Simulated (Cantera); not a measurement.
What does this Cantera script print?

```python
import numpy as np
import cantera as ct

gas = ct.Solution("gri30.yaml", transport_model="multicomponent")
show = ['CH3', 'H', 'H2O']

rows = []
print(f"{'T/K':>7s}{'rho':>11s}{'cp':>10s}{'mu':>11s}{'lambda':>11s}{'Pr':>7s}" + "".join(f"{'D_' + s:>11s}" for s in show))
for T in [400, 550, 700, 850, 1000, 1150, 1300, 1450, 1600]:
    gas.TPX = T, 32000, {'NH3': 0.3, 'C3H8': 0.41}
    Pr = gas.cp_mass * gas.viscosity / gas.thermal_conductivity
    D = [gas.mix_diff_coeffs_mole[gas.species_index(s)] for s in show]
    rows.append([gas.density, gas.cp_mass, gas.viscosity, gas.thermal_conductivity, Pr, *D])
    print(f"{T:7g}{gas.density:11.4e}{gas.cp_mass:10.1f}{gas.viscosity:11.4e}"
          f"{gas.thermal_conductivity:11.4e}{Pr:7.3f}" + "".join(f"{d:11.4e}" for d in D))
print("SI units: kg/m3, J/kg/K, Pa s, W/m/K, m2/s")
```

Output:

```
    T/K        rho        cp         mu     lambda     Pr      D_CH3        D_H      D_H2O
    400 3.1425e-01    2163.7 1.1856e-05 3.4494e-02  0.744 8.4284e-05 4.4369e-04 7.8205e-05
    550 2.2855e-01    2700.9 1.5873e-05 5.6626e-02  0.757 1.5073e-04 7.9361e-04 1.4710e-04
    700 1.7957e-01    3150.7 1.9522e-05 8.0489e-02  0.764 2.3126e-04 1.2178e-03 2.3426e-04
    850 1.4788e-01    3513.8 2.2870e-05 1.0462e-01  0.768 3.2445e-04 1.7087e-03 3.3770e-04
   1000 1.2570e-01    3818.7 2.5971e-05 1.2885e-01  0.770 4.2927e-04 2.2608e-03 4.5594e-04
   1150 1.0931e-01    4046.1 2.8870e-05 1.5177e-01  0.770 5.4495e-04 2.8702e-03 5.8783e-04
   1300 9.6694e-02    4245.5 3.1601e-05 1.7436e-01  0.769 6.7091e-04 3.5337e-03 7.3246e-04
   1450 8.6691e-02    4419.4 3.4191e-05 1.9648e-01  0.769 8.0667e-04 4.2488e-03 8.8912e-04
   1600 7.8563e-02    4569.9 3.6661e-05 2.1799e-01  0.769 9.5185e-04 5.0135e-03 1.0572e-03
SI units: kg/m3, J/kg/K, Pa s, W/m/K, m2/s
```

Computed with Cantera and GRI-Mech 3.0 (53 species, 325 reactions). Polar gases are described roughly by these parameters. The composition is frozen, though it would react at the higher temperatures.
